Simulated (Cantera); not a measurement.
Feed: 1 mol Ti(NMe2)4, 6.7 mol H2O, at 0.353 Torr.

Equilibrium computed with Cantera from the NASA thermochemical tables; the gas is ideal and each condensed phase is pure. Candidate condensed phases: C, C6H6, C7H8, C8H18, H2O, Ti, TiC, TiN, TiO, TiO2, Ti2O3, Ti3O5, Ti4O7; 139 gas species. The feed counts by its element totals alone. TiC: taken at fixed stoichiometry. Rates play no part. All values below are at 1650 K.

Base state: H2 0.679, CO 0.244, N2 0.0726, H 0.00345, HCN 0.000613, C2H2 (acetylene) 3.10e-5, HNC 1.61e-5 (mole fractions); condensed: C(graphite) + TiC(s).

### Question
What changes in the equilibrium state with this change: pressure from 0.353 Torr to 1.88 Torr?

### Answer
| species | before | after |
|---|---|---|
| H2 | 0.679 | 0.681 |
| CO | 0.244 | 0.244 |
| N2 | 0.0726 | 0.0726 |
| H | 0.00345 | 0.00150 |
| C2H2 (acetylene) | 3.10e-5 | 3.11e-5 |
| HNC | 1.61e-5 | 1.61e-5 |
| HCN | 0.000613 | 0.000614 |
| C(graphite), mol | 0.281 | 0.281 |
| TiC(s), mol | 1.00 | 1.00 |

### Question
What changes in the equilibrium state with this change: H2O from 6.7 to 23 mol?

### Answer
```csv
species,before,after
H2,0.679,0.511
H2O,5.01e-8,0.264
CO,0.244,0.153
CO2,5.61e-9,0.0246
N2,0.0726,0.0444
HCN,0.000613,<1e-9
OH,<1e-9,6.99e-5
C2H2 (acetylene),3.10e-5,<1e-9
HNC,1.61e-5,<1e-9
"C(graphite), mol",0.281,0
"TiC(s), mol",1.00,0
"TiO2(rutile), mol",0,1.000
```
